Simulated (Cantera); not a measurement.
# Thermodynamics of fluorocarbon and chlorocarbon gases, feed c-C4F8 + Si + H2

Feed: 1 mol c-C4F8, 0.097 mol Si, a varied amount of H2, held at 3225 °C and 0.00130 bar.

Method: chemical equilibrium by Gibbs-energy minimisation in Cantera with the NASA 1993 tables (ideal gas, pure condensed phases). Candidate condensed phases: C, C6H6, C7H8, C8H18, Si, SiC; 113 gas species. The feed counts by its element totals alone. The tables' values for SiF, SiF2, SiF3 are old estimates; treat these amounts as uncertain. Kinetics and transport are ignored.

| n(H2) (mol) | x F | x C | x H | x C2 | x C3 | x CF | x HF |
|---|---|---|---|---|---|---|---|
| 0.034 | 0.695 | 0.224 | 0.00510 | 0.0246 | 0.0218 | 0.0192 | 0.000992 |
| 0.046 | 0.693 | 0.224 | 0.00690 | 0.0245 | 0.0218 | 0.0191 | 0.00134 |
| 0.063 | 0.691 | 0.224 | 0.00942 | 0.0244 | 0.0217 | 0.0190 | 0.00182 |
| 0.084 | 0.688 | 0.223 | 0.0125 | 0.0243 | 0.0215 | 0.0189 | 0.00241 |
| 0.11 | 0.685 | 0.223 | 0.0164 | 0.0242 | 0.0214 | 0.0188 | 0.00313 |
| 0.15 | 0.679 | 0.222 | 0.0222 | 0.0240 | 0.0211 | 0.0185 | 0.00422 |
| 0.21 | 0.672 | 0.221 | 0.0308 | 0.0237 | 0.0207 | 0.0182 | 0.00579 |
| 0.28 | 0.663 | 0.219 | 0.0407 | 0.0234 | 0.0203 | 0.0179 | 0.00755 |
| 0.38 | 0.650 | 0.217 | 0.0546 | 0.0230 | 0.0197 | 0.0173 | 0.00992 |
| 0.51 | 0.635 | 0.214 | 0.0721 | 0.0224 | 0.0190 | 0.0167 | 0.0128 |
x: gas mole fraction; nothing condenses.

From 0.034 mol H2 to 0.51 mol H2 nothing is condensed. The main Si-bearing gas is Si throughout.
